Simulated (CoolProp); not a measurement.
Vapour-liquid equilibrium of CHF3 (R23) (1) + R152A (2) at 0.0908 MPa; x and y are mole fractions of (1).

Model: multi-fluid Helmholtz-energy mixture model, Penoncello 2003 and Outcalt 1996; pair parameters Bell 2016, in CoolProp.

| x | bubble temperature, mixture model (K) | bubble temperature, Raoult's law (K) | y, mixture model | y, Raoult's law |
|---|---|---|---|---|
| 0.05 | 237.8 | 235.9 | 0.366 | 0.431 |
| 0.125 | 227.5 | 224.9 | 0.653 | 0.708 |
| 0.2 | 219.9 | 217.4 | 0.793 | 0.828 |
| 0.275 | 214.0 | 211.8 | 0.869 | 0.890 |
| 0.35 | 209.3 | 207.5 | 0.913 | 0.926 |
| 0.425 | 205.4 | 204.0 | 0.941 | 0.948 |
| 0.5 | 202.2 | 201.2 | 0.960 | 0.964 |
| 0.575 | 199.4 | 198.7 | 0.972 | 0.974 |
| 0.65 | 197.1 | 196.5 | 0.981 | 0.982 |
| 0.725 | 195.0 | 194.7 | 0.987 | 0.988 |
| 0.8 | 193.2 | 193.0 | 0.992 | 0.992 |
| 0.875 | 191.6 | 191.5 | 0.996 | 0.996 |
| 0.95 | 190.1 | 190.1 | 0.998 | 0.998 |

The largest gap from Raoult's law is +2.6 K in bubble temperature, at x = 0.125. No azeotrope shows between x = 0.05 and 0.95.

Pair parameters are fitted to limited data, so mixtures are less certain than the pure fluids.
